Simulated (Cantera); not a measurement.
A perfectly stirred reactor is fed with CO : H₂ : O₂ : N₂ : H₂O = 1 : 0.042 : 0.599 : 2.25 : 0.31 (molar parts), equivalence ratio 0.87, at 188 Torr; it is adiabatic with a 725 K inlet, and is followed from long to short residence time, starting on the burning branch (τ in s: 0.059, 0.018, 0.0055, 0.0017, 0.00051, 0.00016, 4.8e-05, 1.5e-05, 4.5e-06).

Detailed kinetics in Cantera: GRI-Mech 3.0 (53 species, 325 reactions).

Problem. What does this change do: pressure from 188 Torr to 7500 Torr?

Solution. 
| quantity | before | after |
|---|---|---|
| blow-out, bracketed by the residence times tried | burning at 0.510 ms, out at 0.160 ms | burning at 15.0 µs, out at 4.50 µs |
| x(CO) at τ = 59.0 ms | 0.0484 | 0.0160 |
| x(H₂) at τ = 59.0 ms | 0.00354 | 0.000947 |
| x(O₂) at τ = 59.0 ms | 0.0423 | 0.0251 |
| x(NO) at τ = 59.0 ms | 0.00132 | 0.00607 |
| x(N₂O) at τ = 59.0 ms | 7.81e-8 | 1.01e-6 |
| x(CO) at τ = 0.510 ms | 0.111 | 0.0264 |
| x(H₂) at τ = 0.510 ms | 0.00722 | 0.00151 |
| x(O₂) at τ = 0.510 ms | 0.0752 | 0.0327 |
| x(NO) at τ = 0.510 ms | 1.32e-5 | 0.000661 |
| x(N₂O) at τ = 0.510 ms | 3.28e-8 | 1.32e-6 |
The hydrogen kinetics of GRI-Mech 3.0 are dated; newer H2 mechanisms differ, most at raised pressure.
